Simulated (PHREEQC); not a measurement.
Dissolve 0.019 mol MgSO4 per kg of water at 25 °C. It is in equilibrium with CO2 at log p = -3.4 (atm). Otherwise closed; pH follows from the charge balance.

Equilibrium calculation in PHREEQC: ion-association model, wateq4f.dat.

| quantity | before | after |
|---|---|---|
| pH | 5.68 | 2.69 |
| ionic strength (mol/kgw) | 0.0467 | 0.0732 |
| SO4-2 (mol/kgw) | 0.0117 | 0.0181 |
| HCO3- (mol/kgw) | 3.50e-6 | 3.70e-9 |
| HSO4- (mol/kgw) | 1.34e-6 | 0.00184 |

### Question
What was changed between the two runs?
A) MgSO4 from 0.019 to 0.095 mol/kgw
B) 0.035 mol/kgw Sr(NO3)2 added
C) MgSO4 replaced by Fe2(SO4)3 at the same molality
D) MgSO4 replaced by Cs2SO4 at the same molality
E) MgSO4 from 0.019 to 0.0209 mol/kgw

### Answer
C, MgSO4 replaced by Fe2(SO4)3 at the same molality

No solid was allowed to form. Some of these states are supersaturated (in Hematite (slow to form), Goethite (slow to form), for instance).
